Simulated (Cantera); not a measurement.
A closed system holds: 1 mol CaCl2, 3.6 mol H2O, 20 mol N2, held at 727 °C and 1.00 bar.

Cantera equilibrium calculation (NASA polynomials, part measured and part estimated; ideal gas, pure solids and liquids). Candidate condensed phases: Ca, CaCl2, CaO, Ca(OH)2, H2O, NH4Cl; 36 gas species. Condensed phases not in the tables: oxide chlorides. Kinetics and transport are ignored.

What is the equilibrium state?


```json
{
 "x(N2)": "0.847",
 "x(H2O)": "0.152",
 "x(HCl)": "0.000845",
 "n(CaCl2(s))": "0.990 mol",
 "n(CaO(s))": "0.00997 mol",
 "gas_amount": "23.61 mol",
 "log10 activity of Ca(OH)2(s) (absent)": "-2.14",
 "log10 activity of Ca(s) (absent)": "-23.91"
}
```
